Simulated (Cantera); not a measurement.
## Adiabatic ignition

An adiabatic, constant-pressure homogeneous reactor starts with 3.22 % CH4, 0.138 % C2H6, 0.515 % C3H8, 20.2 % O2, 75.9 % N2, at 1800 K and 7.90 bar.

Computed with Cantera and GRI-Mech 3.0 (53 species, 325 reactions). GRI-Mech 3.0 was tuned for natural gas; its chemistry of propane as a main component is partial and can be far from experiment.

```csv
t (s),T (K),x CH4,x C2H6,x C3H8,x CO,x H2O2,x OH,x O2
1.00e-6,1793,0.0311,0.00124,0.00369,0.000138,3.40e-6,0.000111,0.200
5.66e-6,2321,1.61e-7,<1e-12,<1e-12,0.0358,7.28e-7,0.0140,0.114
3.21e-5,2663,<1e-12,<1e-12,<1e-12,0.00450,7.10e-7,0.0108,0.104
0.000182,2663,<1e-12,<1e-12,<1e-12,0.00421,7.17e-7,0.0105,0.103
0.00103,2649,<1e-12,<1e-12,<1e-12,0.00404,6.87e-7,0.0100,0.0987
0.00583,2637,<1e-12,<1e-12,<1e-12,0.00389,6.60e-7,0.00962,0.0950
0.0330,2637,<1e-12,<1e-12,<1e-12,0.00389,6.60e-7,0.00961,0.0950
0.187,2637,<1e-12,<1e-12,<1e-12,0.00389,6.60e-7,0.00961,0.0950
1.06,2637,<1e-12,<1e-12,<1e-12,0.00389,6.60e-7,0.00961,0.0950
6.00,2637,<1e-12,<1e-12,<1e-12,0.00389,6.60e-7,0.00961,0.0950
```
x: mole fraction; the columns are a selection and need not sum to one.

```yaml
time_of_steepest_temperature_rise: 4.88 µs
temperature at 6.00 s: 2637 K
equilibrium_temperature: 2637 K
x(CH4) at 6.00 s: <1e-12 (gas-phase equilibrium <1e-12)
x(C2H6) at 6.00 s: <1e-12 (gas-phase equilibrium <1e-12)
x(C3H8) at 6.00 s: <1e-12 (gas-phase equilibrium <1e-12)
```
